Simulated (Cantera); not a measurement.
A closed system holds: 1 mol B2O3, 3.2 mol NH3, equilibrated at 13.0 mbar.

Equilibrium computed with Cantera from the NASA thermochemical tables; the gas is ideal and each condensed phase is pure. Candidate condensed phases: B, BN, B2O3, B3O3H3, H2O; 39 gas species. Mutual solubility and eutectic melting of coexisting phases are not modelled. Kinetics and transport are ignored.

Which condensed phases are stable at each of these points (T (°C)): 500, 650, 800, 950, 1100, 1250, 1400, 1550, 1700, 1850, 2000, 2150?


```
T (°C)  condensed phases  B condensed (%)
------  ----------------  ---------------
500      BN(s) + B2O3(l)            100.0
650      BN(s) + B2O3(l)            100.0
800      BN(s) + B2O3(l)            100.0
950      BN(s) + B2O3(l)             99.9
1100     BN(s) + B2O3(l)             99.2
1250     BN(s) + B2O3(l)             94.4
1400             B2O3(l)             52.4
1550            gas only              0.0
1700            gas only              0.0
1850            gas only              0.0
2000            gas only              0.0
2150            gas only              0.0
```

From 500 °C to 1250 °C the condensed part is BN(s) + B2O3(l). At 1400 °C the condensed part is B2O3(l). From 1550 °C to 2150 °C nothing is condensed.
